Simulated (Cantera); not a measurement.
Input (Python, Cantera) and output of one run.

```python
import numpy as np
import cantera as ct

gas_names = """
    H H2 H2S Ni NiS S SH S2 S8
""".split()
cond_names = """
    Ni(cr) Ni(L) NiS(b) NiS(a) NiS(L) NiS2(s) NiS2(L) Ni3S2(I) Ni3S2(II) Ni3S2(L) Ni3S4(s) S(cr1) S(cr2)
    S(L)
""".split()


# ... load() reads the species with a 1 bar reference pressure and builds the phases ...
atoms = {
    'NiS': {'Ni': 1, 'S': 1},
    'H2': {'H': 2},
}
top_T = {'Ni3S4(s)': 620}  # K; cautious upper limits of use, not melting points


# ... equilibrate(T, P, feed) seeds the gas with the atoms and calls Mixture.equilibrate('TP', solver="vcs", rtol=1e-11, max_steps=5000) ...
results = []
T = 2125  # K
P = 1333.22  # Pa
for m in [27, 35, 46, 59, 76, 98, 130, 160, 210, 270]:
    feed = {'NiS': 1, 'H2': m}  # mol
    mix = equilibrate(T, P, feed)
    results.append((T, P, feed, dict(zip(mix.species_names, mix.species_moles))))

top = {s: max(r[3][s] / sum(r[3][g] for g in gas_names) for r in results) for s in gas_names}
cols = sorted((s for s in top if top[s] > 0.001), key=lambda s: -top[s])[:7]
seen = [c for c in cond_names if any(r[3].get(c, 0) > 1e-12 for r in results)]
print("log10 of partial pressures in bar; condensed amounts in mol")
print(f"{'n(H2)':>10s}" + "".join(f"{s[:9]:>10s}" for s in cols + seen))
for T, P, feed, n in results:
    ng = sum(n[g] for g in gas_names)
    print(f"{feed['H2']:10.4g}" + "".join(f"{np.log10(max(n[s] / ng * P / 1e5, 1e-99)):10.3f}" for s in cols)
          + "".join(f"{n.get(c, 0):10.4g}" for c in seen))
```

Result:

```
log10 of partial pressures in bar; condensed amounts in mol
     n(H2)        H2        Ni         H        SH        S2         S       H2S
        27    -1.916    -3.368    -3.398    -3.987    -3.993    -4.159    -4.280
        35    -1.910    -3.471    -3.395    -4.056    -4.136    -4.231    -4.346
        46    -1.905    -3.581    -3.393    -4.132    -4.294    -4.310    -4.420
        59    -1.902    -3.683    -3.391    -4.206    -4.445    -4.385    -4.492
        76    -1.899    -3.787    -3.389    -4.284    -4.603    -4.464    -4.569
        98    -1.897    -3.893    -3.388    -4.365    -4.769    -4.547    -4.649
       130    -1.895    -4.012    -3.387    -4.460    -4.961    -4.643    -4.743
       160    -1.894    -4.099    -3.387    -4.532    -5.106    -4.716    -4.815
       210    -1.893    -4.214    -3.386    -4.630    -5.302    -4.814    -4.912
       270    -1.892    -4.322    -3.386    -4.723    -5.489    -4.907    -5.004
```

Method: chemical equilibrium by Gibbs-energy minimisation in Cantera with the NASA 1993 tables (ideal gas, pure condensed phases).
